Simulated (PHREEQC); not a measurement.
# Polishing slurry liquid: an equilibrium model

Consider water at 20 °C with 0.047 mol KOH, 0.0013 mol Al(NO3)3, 6e-06 mol CO2 and 0.0015 mol KCl per kg of water. Closed to the air; pH follows from the charge balance.

Equilibrium calculation in PHREEQC: ion-association model, wateq4f.dat.

- pH = 12.70
- ionic strength = 0.0485 mol/kgw
- total alkalinity = 47.0 meq/kg

| species | molality | activity | log γ |
|---|---|---|---|
| K+ | 0.0485 | 0.0396 | -0.088 |
| OH- | 0.0418 | 0.0340 | -0.089 |
| NO3- | 0.00390 | 0.00316 | -0.092 |
| Cl- | 0.00150 | 0.00122 | -0.088 |
| Al(OH)4- | 0.00130 | 0.00107 | -0.084 |
| CO3-2 | 5.98e-6 | 2.86e-6 | -0.321 |
| HCO3- | 1.63e-8 | 1.35e-8 | -0.080 |

This is a speciation only: nothing precipitates in the calculation. Complexes and solids missing from the database can't appear.
